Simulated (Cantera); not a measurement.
Charge: 1 mol HMDSO, a varied amount of O₂, at 1498.15 K and 69.0 mbar.

Cantera equilibrium calculation (NASA polynomials, part measured and part estimated; ideal gas, pure solids and liquids). Candidate condensed phases: C, C₆H₆, C₇H₈, C₈H₁₈, H₂O, Si, SiC, SiO₂; 123 gas species. The feed counts by its element totals alone. Mutual solubility and eutectic melting of coexisting phases are not modelled. The tables hold silica as quartz up to 1696 K and as liquid above; real silica turns to tridymite and cristobalite and melts near 1996 K. Gases not in the tables: Si(OH)₄. Rates play no part.

Task: Which condensed phases are stable at each of these points (n(O₂) (mol)): 1.2, 2.4, 3.6, 4.8, 6, 7.2, 8.3, 9.5, 11, 12?

Result: 
| n(O₂) (mol) | condensed phases | Si condensed (%) |
|---|---|---|
| 1.2 | C(graphite) + SiC(s) | 99.7 |
| 2.4 | C(graphite) + SiC(s) + SiO₂(β-quartz) | 99.6 |
| 3.6 | C(graphite) + SiO₂(β-quartz) | 99.6 |
| 4.8 | SiO₂(β-quartz) | 100.0 |
| 6 | SiO₂(β-quartz) | 100.0 |
| 7.2 | SiO₂(β-quartz) | 100.0 |
| 8.3 | SiO₂(β-quartz) | 100.0 |
| 9.5 | SiO₂(β-quartz) | 100.0 |
| 11 | SiO₂(β-quartz) | 100.0 |
| 12 | SiO₂(β-quartz) | 100.0 |

At 1.2 mol O₂ the condensed part is C(graphite) + SiC(s). At 2.4 mol O₂ the condensed part is C(graphite) + SiC(s) + SiO₂(β-quartz). At 3.6 mol O₂ the condensed part is C(graphite) + SiO₂(β-quartz). From 4.8 mol O₂ to 12 mol O₂ the condensed part is SiO₂(β-quartz).
